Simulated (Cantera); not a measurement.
**PbO + H2 + N2 (hydrogen reduction and annealing atmospheres)**

Feed: 1 mol PbO, 30 mol H2, 0.97 mol N2, at 0.110 bar.

Cantera equilibrium calculation (NASA polynomials, part measured and part estimated; ideal gas, pure solids and liquids). Candidate condensed phases: H2O, Pb, PbO, PbO2, Pb3O4; 27 gas species. Rates play no part.

From 927 °C to 1027 °C the condensed part is Pb(l). From 1052 °C to 1202 °C nothing is condensed. The main Pb-bearing gas is Pb throughout.

```json
[
 {"T (°C)": "927", "x H2": "0.931", "x H2O": "0.0321", "x Pb": "0.00585", "x N2": "0.0311", "x H": "5.74e-7", "x Pb2": "2.18e-7", "x NH3": "3.33e-6", "x PbO": "6.51e-9", "n Pb(l)": "0.818"},
 {"T (°C)": "952", "x H2": "0.928", "x H2O": "0.0320", "x Pb": "0.00850", "x N2": "0.0311", "x H": "9.05e-7", "x Pb2": "4.06e-7", "x NH3": "2.96e-6", "x PbO": "1.22e-8", "n Pb(l)": "0.735"},
 {"T (°C)": "977", "x H2": "0.925", "x H2O": "0.0319", "x Pb": "0.0122", "x N2": "0.0309", "x H": "1.40e-6", "x Pb2": "7.39e-7", "x NH3": "2.63e-6", "x PbO": "2.22e-8", "n Pb(l)": "0.619"},
 {"T (°C)": "1002", "x H2": "0.920", "x H2O": "0.0317", "x Pb": "0.0171", "x N2": "0.0308", "x H": "2.13e-6", "x Pb2": "1.31e-6", "x NH3": "2.34e-6", "x PbO": "3.94e-8", "n Pb(l)": "0.460"},
 {"T (°C)": "1027", "x H2": "0.914", "x H2O": "0.0315", "x Pb": "0.0239", "x N2": "0.0306", "x H": "3.19e-6", "x Pb2": "2.27e-6", "x NH3": "2.08e-6", "x PbO": "6.86e-8", "n Pb(l)": "0.243"},
 {"T (°C)": "1052", "x H2": "0.907", "x H2O": "0.0313", "x Pb": "0.0313", "x N2": "0.0303", "x H": "4.70e-6", "x Pb2": "3.51e-6", "x NH3": "1.86e-6", "x PbO": "1.11e-7", "n Pb(l)": "0"},
 {"T (°C)": "1077", "x H2": "0.907", "x H2O": "0.0313", "x Pb": "0.0313", "x N2": "0.0303", "x H": "6.84e-6", "x Pb2": "3.17e-6", "x NH3": "1.69e-6", "x PbO": "1.37e-7", "n Pb(l)": "0"},
 {"T (°C)": "1102", "x H2": "0.907", "x H2O": "0.0313", "x Pb": "0.0313", "x N2": "0.0303", "x H": "9.84e-6", "x Pb2": "2.87e-6", "x NH3": "1.55e-6", "x PbO": "1.68e-7", "n Pb(l)": "0"},
 {"T (°C)": "1127", "x H2": "0.907", "x H2O": "0.0313", "x Pb": "0.0313", "x N2": "0.0303", "x H": "1.40e-5", "x Pb2": "2.61e-6", "x NH3": "1.42e-6", "x PbO": "2.03e-7", "n Pb(l)": "0"},
 {"T (°C)": "1152", "x H2": "0.907", "x H2O": "0.0313", "x Pb": "0.0313", "x N2": "0.0303", "x H": "1.96e-5", "x Pb2": "2.38e-6", "x NH3": "1.30e-6", "x PbO": "2.45e-7", "n Pb(l)": "0"},
 {"T (°C)": "1177", "x H2": "0.907", "x H2O": "0.0313", "x Pb": "0.0313", "x N2": "0.0303", "x H": "2.72e-5", "x Pb2": "2.18e-6", "x NH3": "1.20e-6", "x PbO": "2.93e-7", "n Pb(l)": "0"},
 {"T (°C)": "1202", "x H2": "0.907", "x H2O": "0.0313", "x Pb": "0.0313", "x N2": "0.0303", "x H": "3.72e-5", "x Pb2": "2.00e-6", "x NH3": "1.11e-6", "x PbO": "3.49e-7", "n Pb(l)": "0"}
]
```
x: gas mole fraction; n: condensed amount in mol.
